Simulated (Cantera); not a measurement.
Feed: 1 mol Si, 4.3 mol HCl, 5.3 mol H2, at 75.0 Torr.

These are equilibrium values from Cantera (NASA tables, ideal gas, pure condensed phases), not measurements of a reactor. Candidate condensed phases: Si; 19 gas species. The tables' values for SiCl3 are old estimates; treat these amounts as uncertain. Equilibrium is a limit: real reactors are often held back by kinetics, nucleation or transport.

x: gas mole fraction; nothing condenses.

```json
[
 {"T (°C)": "327", "x H2": "0.849", "x HCl": "0.0350", "x SiCl4": "0.116", "x SiCl2": "<1e-12", "x SiHCl3": "7.76e-5", "x SiCl3": "8.45e-10"},
 {"T (°C)": "427", "x H2": "0.848", "x HCl": "0.0355", "x SiCl4": "0.116", "x SiCl2": "5.10e-11", "x SiHCl3": "0.000566", "x SiCl3": "1.34e-7"},
 {"T (°C)": "527", "x H2": "0.846", "x HCl": "0.0372", "x SiCl4": "0.114", "x SiCl2": "3.03e-8", "x SiHCl3": "0.00234", "x SiCl3": "5.57e-6"},
 {"T (°C)": "627", "x H2": "0.842", "x HCl": "0.0414", "x SiCl4": "0.110", "x SiCl2": "3.59e-6", "x SiHCl3": "0.00635", "x SiCl3": "9.10e-5"},
 {"T (°C)": "727", "x H2": "0.835", "x HCl": "0.0486", "x SiCl4": "0.103", "x SiCl2": "0.000132", "x SiHCl3": "0.0124", "x SiCl3": "0.000748"},
 {"T (°C)": "827", "x H2": "0.823", "x HCl": "___", "x SiCl4": "___", "x SiCl2": "___", "x SiHCl3": "0.0182", "x SiCl3": "0.00355"},
 {"T (°C)": "927", "x H2": "0.799", "x HCl": "0.0864", "x SiCl4": "0.0742", "x SiCl2": "0.0112", "x SiHCl3": "0.0187", "x SiCl3": "0.00973"},
 {"T (°C)": "1027", "x H2": "0.761", "x HCl": "___", "x SiCl4": "___", "x SiCl2": "___", "x SiHCl3": "___", "x SiCl3": "0.0163"},
 {"T (°C)": "1127", "x H2": "0.718", "x HCl": "0.173", "x SiCl4": "0.0252", "x SiCl2": "0.0572", "x SiHCl3": "0.00738", "x SiCl3": "0.0184"},
 {"T (°C)": "1227", "x H2": "0.687", "x HCl": "0.207", "x SiCl4": "0.00956", "x SiCl2": "0.0780", "x SiHCl3": "0.00329", "x SiCl3": "0.0153"}
]
```

### Question
What belongs in the gaps?

### Answer

- 827, x HCl: 0.0612
- 827, x SiCl4: 0.0918
- 827, x SiCl2: 0.00191
- 1027, x HCl: 0.128
- 1027, x SiCl4: 0.0497
- 1027, x SiCl2: 0.0317
- 1027, x SiHCl3: 0.0135
